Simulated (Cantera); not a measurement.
An adiabatic, constant-volume homogeneous reactor starts with CH₄ : CO : O₂ : N₂ : CO₂ = 1 : 0.45 : 1.85 : 6.97 : 0.24 (molar parts), at 1325 K and 1.00 atm. Integrator tolerance rtol = 1e-08.

Detailed kinetics in Cantera: GRI-Mech 3.0 (53 species, 325 reactions).

```csv
quantity,before,after
time of steepest temperature rise,10.5 ms,12.9 ms
temperature at 8.00 s,2844 K,2820 K
equilibrium temperature,2844 K,2820 K
x(CH₄) at 8.00 s,<1e-12 (gas-phase equilibrium <1e-12),<1e-12 (gas-phase equilibrium <1e-12)
x(CO) at 8.00 s,0.0824 (gas-phase equilibrium 0.0824),0.0831 (gas-phase equilibrium 0.0831)
x(O₂) at 8.00 s,0.0109 (gas-phase equilibrium 0.0109),0.0115 (gas-phase equilibrium 0.0115)
x(CH₂CO) at 8.00 s,<1e-12 (gas-phase equilibrium <1e-12),<1e-12 (gas-phase equilibrium <1e-12)
x(NO) at 8.00 s,0.00798 (gas-phase equilibrium 0.00798),0.00792 (gas-phase equilibrium 0.00792)
```

### Question
What was changed between the two runs?
A. pressure from 1.00 atm to 2.37 atm
B. pressure from 1.00 atm to 0.750 atm
C. CO 0.45 to 0.23 parts
D. N2 6.97 to 4.9 parts

### Answer
B, pressure from 1.00 atm to 0.750 atm
